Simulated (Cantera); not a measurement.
Input: 1 mol Al₂O₃, 0.12 mol N₂, equilibrated at 0.668 Torr.

These are equilibrium values from Cantera (NASA tables, ideal gas, pure condensed phases), not measurements of a reactor. Candidate condensed phases: Al, AlN, Al₂O₃; 16 gas species. Kinetics and transport are ignored.

### Question
Which condensed phases are stable at each of these points (T (K)): 1798, 1898, 1998, 2098, 2198, 2298, 2398, 2498?

### Answer
```csv
T (K),condensed phases,Al condensed (%)
1798,Al₂O₃(s),100.0
1898,Al₂O₃(s),100.0
1998,Al₂O₃(s),100.0
2098,Al₂O₃(s),100.0
2198,Al₂O₃(s),100.0
2298,Al₂O₃(s),100.0
2398,Al₂O₃(l),100.0
2498,Al₂O₃(l),99.9
```

From 1798 K to 2298 K the condensed part is Al₂O₃(s). From 2398 K to 2498 K the condensed part is Al₂O₃(l).
